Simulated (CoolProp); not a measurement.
A single-stage vapour-compression cycle with dimethyl ether: evaporating at 285.15 K (dew point), condensing at 327.15 K (bubble point), superheat 0 K, subcooling 2 K, compressor efficiency 0.9, no pressure losses. Each further row changes one setting.

Model: reference Helmholtz-energy equation of state, Wu 2011, in CoolProp.

```
case                              cooling COP  pressure ratio  discharge temperature (K)  refrigerating effect (kJ/kg)  volumetric capacity (kJ/m³)
--------------------------------  -----------  --------------  -------------------------  ----------------------------  ---------------------------
as stated                                5.12            3.16                      339.6                           320                         2720
evaporating temperature 290.15 K         6.03            2.71                      337.8                           324                         3210
condensing temperature 322.15 K          5.97            2.80                      333.5                           333                         2830
subcooling 7 K                           5.33            3.16                      339.6                           333                         2830
superheat 10 K                           5.12            3.16                      349.7                           336                         2720
compressor efficiency 0.8                4.55            3.16                      343.7                           320                         2720
```
